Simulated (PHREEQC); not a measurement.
Dissolve 0.0011 mol/kgw CuSO4, 0.027 mol/kgw HNO3 and 0.067 mol/kgw Na2SO4 at 60 °C and 100 atm. Closed to the air; pH follows from the charge balance.

The numbers come from PHREEQC with the ion-association model, phreeqc.dat.

Task: The ionic strength comes out as 0.174 mol/kgw. What activity coefficients do Cu+2, SO4-2, Na+, NaSO4-, HSO4- get?

Result: Cu+2 0.32, SO4-2 0.29, Na+ 0.74, NaSO4- 0.74, HSO4- 0.74.

Precipitation was switched off in this run. Under pressure, the constants of complexes without a molar volume in the database are unreliable. At this temperature some constants are extrapolated from 25 °C, and those without enthalpy data are left unchanged.
